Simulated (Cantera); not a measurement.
A closed system holds: 1 mol Si, 1.7 mol Cl₂, 5 mol H₂, 2.3 mol HCl, held at 752 °C and 100000 Pa.

Cantera equilibrium calculation (NASA polynomials, part measured and part estimated; ideal gas, pure solids and liquids). Candidate condensed phases: Si; 19 gas species. The tables' values for SiCl₃ are old estimates; treat these amounts as uncertain. Rates play no part.

Problem. What is the equilibrium state?

Solution. 
- x(H₂) = 0.659
- x(HCl) = 0.216
- x(SiCl₄) = 0.122
- x(SiHCl₃) = 0.00320
- x(SiCl₃) = 9.37e-5
- x(SiH₂Cl₂) = 9.31e-6
- x(SiCl₂) = 1.50e-6
- gas amount = 8.000 mol
- log10 activity of Si(s) (absent) = -4.92
